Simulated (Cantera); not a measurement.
Sublimation and decomposition of ceramics: AlN + C + N2

Charge: 1 mol AlN, 0.017 mol C, 2.4 mol N2, at 2800 °C and 1 atm.

Cantera equilibrium calculation (NASA polynomials, part measured and part estimated; ideal gas, pure solids and liquids). Candidate condensed phases: Al, AlN, C; 16 gas species. Rates play no part.

```yaml
x(N2): 0.741
x(Al): 0.255
x(CN): 0.00277
x(Al2): 0.000524
x(C2N2): 0.000408
x(C3): 0.000188
x(C): 6.49e-5
x(AlC): 4.64e-5
x(C2): 2.94e-5
gas_amount: 3.905 mol
log10 activity of C(graphite) (absent): -0.18
log10 activity of Al(l) (absent): -1.08
```
